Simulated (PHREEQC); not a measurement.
Consider water at 30 °C with 0.029 mol Cu(NO3)2 per kg of water. Closed to the air; pH follows from the charge balance.

Equilibrium calculation in PHREEQC: ion-association model, phreeqc.dat.

| quantity | before | after |
|---|---|---|
| pH | 4.44 | 4.08 |
| Cu2(OH)2+2 (mol/kgw) | 1.98e-5 | 5.05e-5 |
| CuOH+ (mol/kgw) | 4.20e-6 | 6.79e-6 |
| Cu(OH)2 (mol/kgw) | 1.82e-7 | 1.01e-7 |

Q: Which change was made?
(A) Cu(NO3)2 from 0.029 to 0.145 mol/kgw
(B) temperature from 30 to 45 °C
(C) Cu(NO3)2 from 0.029 to 0.0319 mol/kgw

A: A, Cu(NO3)2 from 0.029 to 0.145 mol/kgw

Precipitation was switched off in this run.
